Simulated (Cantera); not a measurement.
## Si + HBr + H₂ (silicon etching in halogen gases)

Input: 1 mol Si, 2.2 mol HBr, 32 mol H₂, held at 94.0 Pa.

Cantera equilibrium calculation (NASA polynomials, part measured and part estimated; ideal gas, pure solids and liquids). Candidate condensed phases: Br₂, Si; 19 gas species. The tables' values for SiBr, SiBr₃ are old estimates; treat these amounts as uncertain. Kinetics and transport are ignored.

From 450 K to 1650 K the condensed part is Si(s). The main Si-bearing gas is SiBr₄ at 450 K and SiBr₂ at 1650 K.

```
T (K)   x H₂     x HBr   x SiBr₄      x Br  n Si(s)
-----  -----  --------  --------  --------  -------
450    0.984   5.21e-6    0.0161    <1e-12    0.447
550    0.983  0.000131    0.0160    <1e-12    0.447
650    0.983   0.00120    0.0156  8.51e-12    0.455
750    0.979   0.00588    0.0144   1.72e-9    0.494
850    0.969    0.0187    0.0110   9.52e-8    0.599
950    0.953    0.0399   0.00505   1.96e-6    0.759
1050   0.942    0.0534  0.000742   1.65e-5    0.841
1150   0.941    0.0544   6.22e-5   7.68e-5    0.834
1250   0.941    0.0532   6.73e-6  0.000270    0.815
1350   0.942    0.0518   9.81e-7  0.000782    0.799
1450   0.942    0.0500   1.79e-7   0.00194    0.788
1550   0.941    0.0475   3.78e-8   0.00421    0.784
1650   0.939    0.0440   8.52e-9   0.00807    0.780
```
x: gas mole fraction; n: condensed amount in mol.
